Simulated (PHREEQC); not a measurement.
A solution holds 0.0019 mol NaOH, 0.0019 mol H4SiO4 and 5.7e-05 mol K3PO4 per kg of water, at 3.7 °C. Closed to the air; pH follows from the charge balance.

Equilibrium calculation in PHREEQC: ion-association model, wateq4f.dat.

```json
{
  "pH": "11.14",
  "ionic_strength": "0.00214 mol/kgw",
  "total_alkalinity": "2.01 meq/kg"
}
```

```tsv
species	molality	activity	log γ
Na+	0.00190	0.00181	-0.021
H3SiO4-	0.00171	0.00163	-0.022
OH-	0.000238	0.000227	-0.022
H4SiO4	0.000188	0.000188	0.000
K+	0.000171	0.000163	-0.022
HPO4-2	5.41e-5	4.45e-5	-0.085
H2SiO4-2	3.84e-6	3.16e-6	-0.084
PO4-3	2.72e-6	1.75e-6	-0.191
NaHPO4-	1.65e-7	1.57e-7	-0.021
KHPO4-	1.48e-8	1.41e-8	-0.021
H2PO4-	6.19e-9	5.89e-9	-0.021
```

No solid was allowed to form. The solution is supersaturated, for example in Quartz (slow to form), Chalcedony (slow to form), so a real one may precipitate; this is no full list. H3PO4, which wateq4f.dat lacks, is added to it with the constant of phreeqc.dat. Constants without temperature data keep their 25 °C values here.
